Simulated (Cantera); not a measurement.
Charge: 1 mol HgO, 0.19 mol O₂, 9.6 mol N₂, equilibrated at 702 °C and 0.100 bar.

Equilibrium computed with Cantera from the NASA thermochemical tables; the gas is ideal and each condensed phase is pure. Candidate condensed phases: Hg, HgO; 10 gas species. Equilibrium is a limit: real reactors are often held back by kinetics, nucleation or transport.

Base state: N₂ 0.850, Hg 0.0886, O₂ 0.0611, NO 1.32e-5 (mole fractions); condensed: gas only.

Problem. What changes in the equilibrium state with this change: temperature from 702 °C to 225 °C?

Solution. 
| species | before | after |
|---|---|---|
| N₂ | 0.850 | 0.978 |
| O₂ | 0.0611 | 0.0201 |
| Hg | 0.0886 | 0.00143 |
| NO | 1.32e-5 | <1e-9 |
| HgO(s), mol | 0 | 0.986 |
